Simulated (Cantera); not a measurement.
## Low-pressure radical oxidation in H2/O2

A perfectly stirred reactor is fed with H2 : O2 = 0.16 : 1 (molar parts), equivalence ratio 0.080, at 20.0 Torr; it is held at 1350 K, and followed from long to short residence time.

Cantera simulation using the H2/O2 subset of GRI-Mech 3.0, which has no nitrogen chemistry; the numbers are that mechanism's predictions, not measurements. Radical loss at walls, strong at low pressure, is not modelled. The temperature is held fixed by assumption; the heat of reaction is taken as removed at once.

```csv
τ (s),x H2,x O2,x OH,x H,x HO2,x O
12,4.64e-5,0.851,0.000977,1.29e-5,7.75e-7,0.000375
4.0,9.54e-5,0.850,0.00141,3.91e-5,1.39e-6,0.000785
1.4,0.000189,0.849,0.00201,0.000112,2.32e-6,0.00159
0.47,0.000380,0.847,0.00288,0.000332,3.69e-6,0.00326
0.16,0.000748,0.844,0.00408,0.000951,5.40e-6,0.00656
0.055,0.00143,0.837,0.00568,0.00260,7.20e-6,0.0128
0.019,0.00261,0.824,0.00767,0.00653,8.72e-6,0.0234
0.0065,0.00448,0.807,0.00982,0.0141,9.61e-6,0.0384
0.0022,0.00731,0.789,0.0117,0.0237,9.83e-6,0.0522
0.00077,0.0124,0.782,0.0135,0.0308,9.76e-6,0.0568
```
x: mole fraction; the columns are a selection and need not sum to one.
